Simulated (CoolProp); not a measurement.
R410A along the isotherm 27.25 °C: density (kg/m³) from the reference equation and from simpler models built on Tc = 71.3 °C, pc = 4.901 MPa, ω = 0.296; each cubic takes its own stable root.

Values from CoolProp's reference Helmholtz-energy equation of state, Lemmon 2003. It is a pseudo-pure fit of the blend.

| p (MPa) | phase | reference | van der Waals | Soave-Redlich-Kwong | Peng-Robinson |
|---|---|---|---|---|---|
| 3.06 | liquid | 1061 | 584.6 | 858.2 | 972.2 |
| 6.13 | liquid | 1086 | 631.0 | 891.6 | 1007 |
| 9.19 | liquid | 1107 | 659.5 | 917.9 | 1035 |
| 12.3 | liquid | 1125 | 680.9 | 940.2 | 1058 |
| 15.3 | liquid | 1141 | 697.4 | 958.8 | 1078 |
| 18.4 | liquid | 1155 | 711.6 | 975.6 | 1096 |
| 21.4 | liquid | 1167 | 723.4 | 990.2 | 1111 |
| 24.5 | liquid | 1179 | 734.2 | 1004 | 1125 |
